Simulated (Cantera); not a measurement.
Feed: 1 mol Si, 1.8 mol Cl2, 2.4 mol H2.

These are equilibrium values from Cantera (NASA tables, ideal gas, pure condensed phases), not measurements of a reactor. Candidate condensed phases: Si; 19 gas species. The tables' values for SiCl3 are old estimates. The numbers say what is thermodynamically allowed, not how fast it happens.

**Question.** What condenses at these points (T in K, P in Pa): (1423, 3000000); (823, 130000); (1323, 1600000); (1523, 130000); (1623, 840000)?

**Answer.** 
| T (K) | P in Pa | condensed phases | Si condensed (%) |
|---|---|---|---|
| 1423 | 3000000 | gas only | 0.0 |
| 823 | 130000 | Si | 1.9 |
| 1323 | 1600000 | gas only | 0.0 |
| 1523 | 130000 | gas only | 0.0 |
| 1623 | 840000 | gas only | 0.0 |
